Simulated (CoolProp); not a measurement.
Properties of n-decane along the isobar 1.01 bar (Tc = 344.5 °C, pc = 21.01 bar, ω = 0.488).

Values from CoolProp's reference Helmholtz-energy equation of state, Lemmon 2006. It is a short technical equation, of lower accuracy than the large ones.

```tsv
T (°C)	phase	density (kg/m³)	cp (kJ/(kg K))	Joule-Thomson coefficient (K/MPa)	conductivity (mW/(m K))
40.85	liquid	714.2	2.253	-0.4089	125
47.25	liquid	709.2	2.277	-0.4011	124
53.55	liquid	704.3	2.302	-0.3932	122
59.95	liquid	699.3	2.328	-0.3850	121
66.35	liquid	694.3	2.354	-0.3766	119
72.75	liquid	689.2	2.380	-0.3681	117
79.05	liquid	684.2	2.406	-0.3595	116
85.45	liquid	679.2	2.432	-0.3505	114
91.85	liquid	674.0	2.459	-0.3413	113
98.15	liquid	669.0	2.485	-0.3320	111
104.55	liquid	663.8	2.512	-0.3223	110
110.95	liquid	658.6	2.539	-0.3122	108
117.25	liquid	653.4	2.566	-0.3019	107
123.65	liquid	648.1	2.593	-0.2911	106
130.05	liquid	642.7	2.620	-0.2799	104
136.45	liquid	637.3	2.648	-0.2681	103
```

Thermal conductivity comes from a separate model (Huber 2005).
